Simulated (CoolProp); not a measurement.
Vapour-liquid equilibrium of R134a (1) + R142b (2) at 219.2 K; x and y are mole fractions of (1).

Computed with CoolProp (multi-fluid Helmholtz-energy mixture model, Tillner-Roth 1994 and Lemmon 2006; pair parameters Bell 2016).

```json
[
 {"x": "0.05", "bubble pressure (MPa)": "0.01150", "y at the bubble point": "0.127", "dew pressure at overall composition x (MPa)": "0.01091", "liquid density (mol/L)": "12.90"},
 {"x": "0.15", "bubble pressure (MPa)": "0.01328", "y at the bubble point": "0.320", "dew pressure at overall composition x (MPa)": "0.01169", "liquid density (mol/L)": "13.02"},
 {"x": "0.25", "bubble pressure (MPa)": "0.01491", "y at the bubble point": "0.460", "dew pressure at overall composition x (MPa)": "0.01258", "liquid density (mol/L)": "13.15"},
 {"x": "0.35", "bubble pressure (MPa)": "0.01638", "y at the bubble point": "0.568", "dew pressure at overall composition x (MPa)": "0.01360", "liquid density (mol/L)": "13.29"},
 {"x": "0.45", "bubble pressure (MPa)": "0.01772", "y at the bubble point": "0.654", "dew pressure at overall composition x (MPa)": "0.01478", "liquid density (mol/L)": "13.42"},
 {"x": "0.55", "bubble pressure (MPa)": "0.01893", "y at the bubble point": "0.727", "dew pressure at overall composition x (MPa)": "0.01612", "liquid density (mol/L)": "13.57"},
 {"x": "0.65", "bubble pressure (MPa)": "0.02003", "y at the bubble point": "0.791", "dew pressure at overall composition x (MPa)": "0.01765", "liquid density (mol/L)": "13.71"},
 {"x": "0.75", "bubble pressure (MPa)": "0.02105", "y at the bubble point": "0.850", "dew pressure at overall composition x (MPa)": "0.01933", "liquid density (mol/L)": "13.87"},
 {"x": "0.85", "bubble pressure (MPa)": "0.02199", "y at the bubble point": "0.908", "dew pressure at overall composition x (MPa)": "0.02104", "liquid density (mol/L)": "14.03"},
 {"x": "0.95", "bubble pressure (MPa)": "0.02286", "y at the bubble point": "0.968", "dew pressure at overall composition x (MPa)": "0.02261", "liquid density (mol/L)": "14.20"}
]
```

No azeotrope shows between x = 0.05 and 0.95.

Pair parameters are fitted to limited data, so mixtures are less certain than the pure fluids.
